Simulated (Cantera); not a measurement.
Input: 1 mol SiH4, 0.12 mol CH4, 1500 mol H2, at 2223 K and 7.90 mbar.

These are equilibrium values from Cantera (NASA tables, ideal gas, pure condensed phases), not measurements of a reactor. Candidate condensed phases: C, C6H6, C7H8, C8H18, Si, SiC; 87 gas species. Rates play no part.

Base state: H2 0.930, H 0.0695, Si 0.000615, C2H2 (acetylene) 3.70e-5, SiH 2.23e-5 (mole fractions); condensed: gas only.

What changes in the equilibrium state with this change: pressure from 7.90 mbar to 0.133 bar?


```json
[
 {"species": "H2", "before": "0.930", "after": "0.982"},
 {"species": "H", "before": "0.0695", "after": "0.0174"},
 {"species": "Si", "before": "0.000615", "after": "0.000518"},
 {"species": "SiH2", "before": "3.26e-6", "after": "4.90e-5"},
 {"species": "SiH", "before": "2.23e-5", "after": "7.94e-5"},
 {"species": "C2H2 (acetylene)", "before": "3.70e-5", "after": "3.41e-5"}
]
```
Gases not in the tables: Si2H6 and higher silanes.
